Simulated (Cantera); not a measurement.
Charge: 1 mol Pb, 0.68 mol O2, 1.1 mol H2, held at 53.0 Pa.

Method: chemical equilibrium by Gibbs-energy minimisation in Cantera with the NASA 1993 tables (ideal gas, pure condensed phases). Candidate condensed phases: H2O, Pb, PbO, PbO2, Pb3O4; 12 gas species. Equilibrium is a limit: real reactors are often held back by kinetics, nucleation or transport. All values below are at 1423 K.

Base state: H2O 0.522, Pb 0.355, PbO 0.120, O2 0.00177, H2 0.000345, OH 0.000176 (mole fractions); condensed: gas only.

What changes in the equilibrium state with this change: H2 from 1.1 to 1.7 mol?


```json
[
 {"species": "H2O", "before": "0.522", "after": "0.503"},
 {"species": "Pb", "before": "0.355", "after": "0.370"},
 {"species": "H2", "before": "0.000345", "after": "0.126"},
 {"species": "PbO", "before": "0.120", "after": "0.000330"},
 {"species": "O2", "before": "0.00177", "after": "1.23e-8"},
 {"species": "OH", "before": "0.000176", "after": "8.87e-6"}
]
```

What changes in the equilibrium state with this change: pressure from 53.0 Pa to 0.100 bar?


| species | before | after |
|---|---|---|
| H2O | 0.522 | 0.856 |
| Pb | 0.355 | 0.112 |
| PbO | 0.120 | 0.0313 |
| O2 | 0.00177 | 6.35e-6 |
| Pb2 | 1.49e-6 | 2.80e-5 |
| OH | 0.000176 | 1.49e-5 |
| Pb(l), mol | 0 | 0.595 |
| PbO(l), mol | 0 | 0.221 |
Each liquid is taken as pure. Mutual solubility and eutectic melting of coexisting phases are not modelled. Gases not in the tables: (PbO)n polymers.
